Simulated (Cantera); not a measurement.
Si + Cl₂ + H₂ (chlorosilane synthesis and conversion)

Feed: 1 mol Si, 1.8 mol Cl₂, 7.6 mol H₂, at 1 atm.

Method: chemical equilibrium by Gibbs-energy minimisation in Cantera with the NASA 1993 tables (ideal gas, pure condensed phases). Candidate condensed phases: Si; 19 gas species. The tables' values for SiCl₃ are old estimates; treat these amounts as uncertain. Rates play no part.

```
T (°C)   x H₂     x HCl  x SiCl₄   x SiCl₂  x SiHCl₃   x SiCl₃  x SiH₂Cl₂  n Si(s)
------  -----  --------  -------  --------  --------  --------  ---------  -------
275     0.881   1.01e-5   0.0726  1.97e-11    0.0453   1.97e-8    0.00118        0
375     0.881  0.000113   0.0729   4.95e-9    0.0446   7.38e-7    0.00157        0
475     0.880  0.000636   0.0728   2.89e-7    0.0443   1.06e-5    0.00197        0
575     0.879   0.00228   0.0717   6.77e-6    0.0448   8.20e-5    0.00245        0
675     0.876   0.00651   0.0713   7.36e-5    0.0432  0.000394    0.00265   0.0103
775     0.870    0.0151   0.0696  0.000491    0.0409   0.00136    0.00273   0.0289
875     0.859    0.0298   0.0651   0.00228    0.0376   0.00366    0.00272   0.0543
975     0.841    0.0513   0.0565   0.00784    0.0326   0.00784    0.00256   0.0781
1075    0.817    0.0777   0.0430    0.0207    0.0257    0.0133    0.00223   0.0839
1175    0.790     0.104   0.0268    0.0422    0.0174    0.0175    0.00175   0.0578
1275    0.767     0.124   0.0131    0.0670   0.00985    0.0177    0.00121  0.00933
```
x: gas mole fraction; n: condensed amount in mol.

From 275 °C to 575 °C nothing is condensed. From 675 °C to 1275 °C the condensed part is Si(s). The main Si-bearing gas is SiCl₄ at 275 °C and SiCl₂ at 1275 °C.
